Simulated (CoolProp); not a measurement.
Vapour pressure (bar) of R152A: the reference equation beside estimates from Tc = 386.4 K, pc = 45.17 bar, ω = 0.275. Clausius-Clapeyron is anchored at 280.7 K with a constant enthalpy of vaporisation of 19.76 kJ/mol.

Model: reference Helmholtz-energy equation of state, Outcalt 1996, in CoolProp. It is a modified Benedict-Webb-Rubin equation, recast in Helmholtz form.

```csv
T (K),reference,Lee-Kesler,Clausius-Clapeyron,van der Waals
239.1,0.6362,0.6185,0.7869,4.677
249.5,1.030,1.013,1.191,5.918
259.9,(withheld),1.585,1.744,7.362
270.3,2.380,2.380,2.479,9.022
280.7,3.434,3.451,3.434,10.91
291.1,4.814,4.852,4.648,13.04
301.5,6.579,6.641,6.160,15.41
311.9,8.793,(withheld),8.012,18.04
322.3,11.53,(withheld),(withheld),20.94
332.7,14.85,(withheld),12.90,(withheld)
343.1,18.84,18.96,16.02,27.58
353.5,23.60,(withheld),19.65,31.32
363.9,29.22,29.33,23.81,35.37
```

Problem. Some entries are withheld; supply them.

Solution. 
- 259.9, reference: 1.596
- 311.9, Lee-Kesler: 8.878
- 322.3, Lee-Kesler: 11.63
- 322.3, Clausius-Clapeyron: 10.25
- 332.7, Lee-Kesler: 14.96
- 332.7, van der Waals: 24.12
- 353.5, Lee-Kesler: 23.71

Absolute difference from the reference over all 13 rows, mean and median: Lee-Kesler 0.9 and 0.7 %, Clausius-Clapeyron 11.2 and 11.1 %, van der Waals 201.7 and 134.2 %.
